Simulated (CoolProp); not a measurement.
Vapour-liquid equilibrium of ethane (1) + n-butane (2) at 199.2 K; x and y are mole fractions of (1).

The numbers come from the multi-fluid Helmholtz-energy mixture model, Bücker 2006 and Bücker 2006; pair parameters Kunz 2012 in CoolProp.

Problem. Give the bubble pressure and the first vapour's composition at x = 0.05, 0.5, 0.95. Is there an azeotrope?

Solution. x = 0.05: 0.1175 bar, y = 0.852; x = 0.5: 1.067 bar, y = 0.991; x = 0.95: 1.986 bar, y = 0.999. No azeotrope shows between x = 0.05 and 0.95.

The pair parameters rest on a limited set of measurements; away from them the model extrapolates. The gap from Raoult's law changes sign with composition, which may be real or a fault of the pair parameters; it wasn't checked against measurements.
